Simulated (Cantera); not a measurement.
A perfectly stirred reactor is fed with CH4 : H2O : H2 = 1 : 1.6 : 0.37 (molar parts), at 2.86 atm; it is held at 1650 K, and followed from long to short residence time.

Computed with Cantera and GRI-Mech 3.0 (53 species, 325 reactions).

Problem. Predict: x(CH4) at τ = 5.70 s; x(H2O) at τ = 5.70 s; x(H2) at τ = 5.70 s; x(C2H) at τ = 5.70 s; x(C2H6) at τ = 5.70 s; x(CH4) at τ = 74.0 ms; x(H2O) at τ = 74.0 ms; x(H2) at τ = 74.0 ms; x(C2H) at τ = 74.0 ms; x(C2H6) at τ = 74.0 ms.

Solution. 
| Property | Value |
|---|---|
| x(CH4) at τ = 5.70 s | 0.0361 |
| x(H2O) at τ = 5.70 s | 0.186 |
| x(H2) at τ = 5.70 s | 0.607 |
| x(C2H) at τ = 5.70 s | 4.00e-9 |
| x(C2H6) at τ = 5.70 s | 1.10e-5 |
| x(CH4) at τ = 74.0 ms | 0.117 |
| x(H2O) at τ = 74.0 ms | 0.415 |
| x(H2) at τ = 74.0 ms | 0.376 |
| x(C2H) at τ = 74.0 ms | 2.12e-8 |
| x(C2H6) at τ = 74.0 ms | 0.000112 |
